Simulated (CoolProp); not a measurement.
Vapour-liquid equilibrium of R113 (1) + acetone (2) at 0.0706 bar; x and y are mole fractions of (1).

Computed with CoolProp (multi-fluid Helmholtz-energy mixture model, Marx 1992 and Lemmon 2006; pair parameters Bell 2016).

### Question
Give the bubble temperature and the first vapour's composition at x = 0.05, 0.35, 0.75. Is there an azeotrope?

### Answer
x = 0.05: -8.4 °C, y = 0.209; x = 0.35: -15.6 °C, y = 0.588; x = 0.75: -16.8 °C, y = 0.731. y crosses x between x = 0.65 and 0.75: the model has an azeotrope there.

The pair parameters rest on a limited set of measurements; away from them the model extrapolates.
